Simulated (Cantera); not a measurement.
A closed system holds: 1 mol Si, a varied amount of HCl, 14 mol H2, equilibrated at 1023 K and 18.0 bar.

Cantera equilibrium calculation (NASA polynomials, part measured and part estimated; ideal gas, pure solids and liquids). Candidate condensed phases: Si; 19 gas species. The tables' values for SiCl3 are old estimates; treat these amounts as uncertain. The numbers say what is thermodynamically allowed, not how fast it happens.

x: gas mole fraction; n: condensed amount in mol.

| n(HCl) (mol) | x H2 | x SiCl4 | x HCl | x SiHCl3 | x SiH2Cl2 | n Si(s) |
|---|---|---|---|---|---|---|
| 0.68 | 0.982 | 0.00307 | 0.00295 | 0.00866 | 0.00270 | 0.787 |
| 1.2 | 0.971 | 0.00627 | 0.00351 | 0.0147 | 0.00382 | 0.627 |
| 1.7 | 0.961 | 0.00952 | 0.00387 | 0.0200 | 0.00466 | 0.474 |
| 2.2 | 0.952 | 0.0128 | 0.00415 | 0.0249 | 0.00536 | 0.323 |
| 2.7 | 0.944 | 0.0161 | 0.00437 | 0.0295 | 0.00595 | 0.173 |
| 3.1 | 0.937 | ? | 0.00453 | ? | 0.00637 | ? |
| 3.6 | 0.931 | 0.0302 | 0.00878 | 0.0271 | 0.00269 | 0 |
| 4.1 | 0.919 | ? | ? | ? | ? | 0 |
| 4.6 | 0.900 | 0.0481 | 0.0430 | 0.00852 | 0.000167 | 0 |

Task: Complete the blanks.

Result: 
- 4.1, x SiCl4: 0.0428
- 4.1, x HCl: 0.0222
- 4.1, x SiHCl3: 0.0150
- 4.1, x SiH2Cl2: 0.000584
- 3.1, x SiCl4: 0.0188
- 3.1, x SiHCl3: 0.0329
- 3.1, n Si(s): 0.0540
